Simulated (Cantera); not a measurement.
**Silicon nitride deposition: SiF4 + N2**

Charge: 1 mol SiF4, a varied amount of N2, held at 900 K and 6100 Pa.

Equilibrium computed with Cantera from the NASA thermochemical tables; the gas is ideal and each condensed phase is pure. Candidate condensed phases: Si, Si3N4; 16 gas species. Equilibrium is a limit: real reactors are often held back by kinetics, nucleation or transport.

```json
[
 {"n(N2) (mol)": "0.21", "x N2": "0.174", "x SiF4": "0.826"},
 {"n(N2) (mol)": "0.38", "x N2": "0.275", "x SiF4": "0.725"},
 {"n(N2) (mol)": "0.71", "x N2": "0.415", "x SiF4": "0.585"},
 {"n(N2) (mol)": "1.3", "x N2": "0.565", "x SiF4": "0.435"},
 {"n(N2) (mol)": "2.4", "x N2": "0.706", "x SiF4": "0.294"},
 {"n(N2) (mol)": "4.5", "x N2": "0.818", "x SiF4": "0.182"},
 {"n(N2) (mol)": "8.4", "x N2": "0.894", "x SiF4": "0.106"},
 {"n(N2) (mol)": "16", "x N2": "0.941", "x SiF4": "0.0588"}
]
```
x: gas mole fraction; nothing condenses.

From 0.21 mol N2 to 16 mol N2 nothing is condensed. The main Si-bearing gas is SiF4 throughout.
